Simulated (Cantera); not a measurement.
A closed system holds: 1 mol CH3SiCl3, 1.9 mol HCl, 420 mol H2, equilibrated at 0.0100 bar.

Method: chemical equilibrium by Gibbs-energy minimisation in Cantera with the NASA 1993 tables (ideal gas, pure condensed phases). Candidate condensed phases: C, C6H6, C7H8, C8H18, Si, SiC; 109 gas species. The feed counts by its element totals alone. Gases not in the tables: Si2H6 and higher silanes. The numbers say what is thermodynamically allowed, not how fast it happens.

Which condensed phases are stable at each of these points (T (°C)): 1127, 1227, 1327, 1427, 1527, 1627, 1727, 1827, 1927, 2027?


```json
[
 {"T (°C)": "1127", "condensed phases": "SiC(s)", "Si condensed (%)": "99.6"},
 {"T (°C)": "1227", "condensed phases": "SiC(s)", "Si condensed (%)": "99.6"},
 {"T (°C)": "1327", "condensed phases": "SiC(s)", "Si condensed (%)": "99.4"},
 {"T (°C)": "1427", "condensed phases": "SiC(s)", "Si condensed (%)": "99.0"},
 {"T (°C)": "1527", "condensed phases": "SiC(s)", "Si condensed (%)": "97.7"},
 {"T (°C)": "1627", "condensed phases": "SiC(s)", "Si condensed (%)": "93.3"},
 {"T (°C)": "1727", "condensed phases": "SiC(s)", "Si condensed (%)": "77.6"},
 {"T (°C)": "1827", "condensed phases": "SiC(s)", "Si condensed (%)": "26.2"},
 {"T (°C)": "1927", "condensed phases": "gas only", "Si condensed (%)": "0.0"},
 {"T (°C)": "2027", "condensed phases": "gas only", "Si condensed (%)": "0.0"}
]
```

From 1127 °C to 1827 °C the condensed part is SiC(s). From 1927 °C to 2027 °C nothing is condensed.
